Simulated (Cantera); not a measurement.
A freely propagating, adiabatic, planar premixed flame of 53.2 % H₂, 9.84 % O₂, 37.0 % N₂, equivalence ratio 2.7, unburnt at 400 K and 0.543 atm; mixture-averaged transport, grid criteria slope 0.08 and curve 0.16, no radiation.

Model: the H2/O2 subset of GRI-Mech 3.0, which has no nitrogen chemistry, integrated in Cantera. Burning velocities carry a grid error of a few per cent, more on coarse grids.

x: mole fraction of selected species; z is measured from the peak of heat release.

| z (mm) | T (K) | u (m/s) | x H₂ | x O₂ | x H₂O | x OH | x HO₂ | x H |
|---|---|---|---|---|---|---|---|---|
| -2.67 | 400 | 3.87 | 0.532 | 0.0984 | <1e-8 | <1e-8 | <1e-8 | <1e-8 |
| -1.78 | 400 | 3.87 | 0.532 | 0.0984 | <1e-8 | <1e-8 | <1e-8 | <1e-8 |
| -1.33 | 400 | 3.87 | 0.532 | 0.0984 | <1e-8 | <1e-8 | <1e-8 | <1e-8 |
| -0.889 | 400 | 3.87 | 0.532 | 0.0984 | 2.50e-7 | <1e-8 | 1.56e-7 | <1e-8 |
| -0.444 | … | 4.16 | 0.527 | 0.0986 | … | … | … | … |
| -0.222 | 701 | 6.55 | 0.495 | 0.0913 | 0.0234 | 0.000445 | 0.000115 | 0.00666 |
| 0 | 1067 | 9.71 | 0.419 | 0.0626 | 0.0880 | 0.000783 | 4.23e-5 | 0.0361 |
| 0.222 | 1306 | 11.9 | 0.347 | 0.0196 | 0.171 | 0.00128 | 1.21e-5 | 0.0664 |
| 0.444 | 1410 | 12.8 | 0.326 | 0.00361 | 0.202 | 0.00115 | 2.13e-6 | 0.0723 |
| 0.889 | 1502 | 13.5 | 0.327 | … | 0.210 | 0.00119 | … | … |
| 1.78 | 1594 | 14.3 | 0.336 | 4.70e-5 | 0.211 | 0.00125 | 2.81e-8 | 0.0517 |
| 3.55 | 1687 | 15.0 | 0.345 | 2.93e-5 | 0.213 | 0.00118 | 1.83e-8 | 0.0383 |
| 7.11 | 1765 | 15.6 | 0.353 | 1.59e-5 | 0.214 | 0.000982 | 1.08e-8 | 0.0266 |

Question: Some entries are withheld; supply them.

Answer: 
- -0.444, T (K): 434
- -0.444, x H₂O: 0.00107
- -0.444, x OH: 5.97e-5
- -0.444, x HO₂: 0.000203
- -0.444, x H: 9.52e-5
- 0.889, x O₂: 0.000186
- 0.889, x HO₂: 1.04e-7
- 0.889, x H: 0.0644
